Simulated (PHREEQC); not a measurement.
## Brackish or sea water

Synthetic water in mg/kgw, 25 °C, pH 6.31:

```csv
constituent,mg/kgw
Na,5670
K,1590
Ca,32.7
Mg,288
Cl,10800
S(6) as SO4,895
Alkalinity as HCO3,0.0127
```

Valence states are taken as typed.

Computed with PHREEQC (Pitzer model, pitzer.dat).

Each row changes one thing in this solution. This is a speciation only: nothing precipitates in the calculation.

```csv
case,HCO3- (mol/kgw),CO2 (mol/kgw),HSO4- (mol/kgw),MgOH+ (mol/kgw),CO3-2 (mol/kgw),MgCO3 (mol/kgw),SI of Gypsum (CaSO4:2H2O),SI of Halite (NaCl)
as made,8.90e-7,6.61e-7,9.70e-8,1.06e-8,3.57e-10,1.64e-10,-1.94,-3.02
pH from 6.31 to 6.01 at the same alkalinity,…,2.42e-6,…,5.32e-9,3.29e-10,1.51e-10,-1.94,-3.02
Ca from 32.7 to 65.4 mg/kgw,8.89e-7,6.61e-7,9.63e-8,1.06e-8,3.59e-10,1.64e-10,-1.64,-3.02
Alkalinity from 0.0127 to 0.0381 mg/kgw,1.31e-6,…,9.70e-8,1.06e-8,5.24e-10,2.41e-10,-1.94,-3.02
```

Q: What belongs in the gaps?

A: 
- pH from 6.31 to 6.01 at the same alkalinity, HCO3- (mol/kgw): 1.63e-6
- pH from 6.31 to 6.01 at the same alkalinity, HSO4- (mol/kgw): 1.94e-7
- Alkalinity from 0.0127 to 0.0381 mg/kgw, CO2 (mol/kgw): 9.70e-7
